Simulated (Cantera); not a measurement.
An isothermal, constant-pressure homogeneous reactor starts with 3.57 % H2, 96.4 % O2, equivalence ratio 0.018, at 1323 K and 0.0132 atm.

Cantera simulation using GRI-Mech 3.0 (53 species, 325 reactions); the numbers are that mechanism's predictions, not measurements. Radical loss at walls, strong at low pressure, is not modelled. The temperature is held fixed by assumption; the heat of reaction is taken as removed at once.

One state of this run: x H2 = 0.000450; x O2 = 0.934; x H2O = 0.0317; x H = 0.00347; x H2O2 = 4.87e-8; x OH = 0.00361; x O = 0.0267. x: mole fraction; the columns are a selection and need not sum to one.

### Question
Which value of t (s) does it belong to?
A. 0.00492
B. 0.170
C. 0.00203
D. 0.000143

### Answer
A, 0.00492
